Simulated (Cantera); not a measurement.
An isothermal, constant-pressure homogeneous reactor starts with 62.5 % NH₃, 37.5 % N₂, at 1925 K and 750 Torr.

Detailed kinetics in Cantera: the gas-phase N/H chemistry of the illustrative SiF4/NH3 mechanism in the Surface Chemkin manual (1991). Walls and surfaces, which speed up NH3 decomposition in real reactors, are not modelled.

One state of this run: x NH₃ = 0.493; x NH₂ = 0.000561; x H = 4.93e-5; x H₂ = 0.121; x N₂H₄ = 2.74e-7. x: mole fraction; the columns are a selection and need not sum to one.

Question: Which value of t (s) does it belong to?
A) 0.0164
B) 0.000300
C) 0.00149
D) 0.00331

Answer: A, 0.0164
